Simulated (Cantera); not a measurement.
A closed system holds: 1 mol Al(CH₃)₃, 0.26 mol NH₃, 90 mol N₂, at 1525 K and 0.660 bar.

Method: chemical equilibrium by Gibbs-energy minimisation in Cantera with the NASA 1993 tables (ideal gas, pure condensed phases). Candidate condensed phases: Al, AlN, C, C₆H₆, C₇H₈, C₈H₁₈; 97 gas species. The feed counts by its element totals alone. Equilibrium is a limit: real reactors are often held back by kinetics, nucleation or transport.

Base state: N₂ 0.948, H₂ 0.0516, HCN 0.000278 (mole fractions); condensed: AlN(s) + C(graphite).

### Question
What changes in the equilibrium state with this change: NH₃ from 0.26 to 140 mol?

### Answer
| species | before | after |
|---|---|---|
| H₂ | 0.0516 | 0.572 |
| N₂ | 0.948 | 0.426 |
| HCN | 0.000278 | 0.000621 |
| CH₄ | 4.01e-6 | 0.000493 |
| NH₃ | 4.33e-7 | 1.07e-5 |
| H | 6.61e-6 | 2.20e-5 |
| AlN(s), mol | 1.00 | 1.00 |
| C(graphite), mol | 2.97 | 2.57 |
